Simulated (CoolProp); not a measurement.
The fluid at 339.25 K and 0.0133 MPa expands adiabatically to 0.0012 MPa with isentropic efficiency 0.85. The same conditions are run with several fluids, on thermodynamics alone (safety and materials aside).

The numbers come from the reference Helmholtz-energy equation of state of each fluid (cyclopentane: Gedanitz 2015; n-perfluorohexane: Gao 2022; propylene: Lemmon 2013; isobutene: Lemmon 2005; chlorine: Thol 2021) in CoolProp.

```csv
fluid,work (kJ/kg),final temperature (K),final density (kg/m³)
cyclopentane,73.5,279.9,0.0362
n-perfluorohexane,16.4,320.0,0.153
propylene,118,262.5,0.0231
isobutene,92.4,282.6,0.0287
chlorine,61.2,209.1,0.0490
```
